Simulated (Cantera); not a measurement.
A perfectly stirred reactor is fed with CH3OH : O2 : N2 = 0.0039 : 0.0043 : 1 (molar parts), at 0.987 atm; it is held at 1375 K, and followed from long to short residence time.

Computed with Cantera and GRI-Mech 3.0 (53 species, 325 reactions). GRI-Mech 3.0 was tuned for natural gas; its chemistry of methanol as a main component is partial and can be far from experiment.

Question: What does this change do: O2 0.0043 to 0.0015 parts?

Answer: 
| quantity | before | after |
|---|---|---|
| x(CH3OH) at τ = 1.10 s | 1.95e-7 | 9.76e-7 |
| x(O2) at τ = 1.10 s | 8.92e-6 | 1.20e-5 |
| x(C2H6) at τ = 1.10 s | 5.60e-12 | 4.25e-9 |
| x(C2H2) at τ = 1.10 s | 9.25e-10 | 1.37e-6 |
| x(CO2) at τ = 1.10 s | 0.00244 | 0.000580 |
| x(CH3OH) at τ = 16.0 ms | 2.98e-6 | 1.51e-5 |
| x(O2) at τ = 16.0 ms | 0.000178 | 0.000156 |
| x(C2H6) at τ = 16.0 ms | 2.85e-10 | 6.64e-8 |
| x(C2H2) at τ = 16.0 ms | 1.25e-8 | 1.80e-6 |
| x(CO2) at τ = 16.0 ms | 0.00211 | 0.000275 |

Question: What does this change do: N2 1 to 3.8 parts?

Answer: 
```tsv
quantity	before	after
x(CH3OH) at τ = 1.10 s	1.95e-7	9.31e-8
x(O2) at τ = 1.10 s	8.92e-6	5.54e-6
x(C2H6) at τ = 1.10 s	5.60e-12	<1e-12
x(C2H2) at τ = 1.10 s	9.25e-10	5.24e-11
x(CO2) at τ = 1.10 s	0.00244	0.000646
x(CH3OH) at τ = 16.0 ms	2.98e-6	1.41e-6
x(O2) at τ = 16.0 ms	0.000178	0.000122
x(C2H6) at τ = 16.0 ms	2.85e-10	1.97e-11
x(C2H2) at τ = 16.0 ms	1.25e-8	6.71e-10
x(CO2) at τ = 16.0 ms	0.00211	0.000473
```
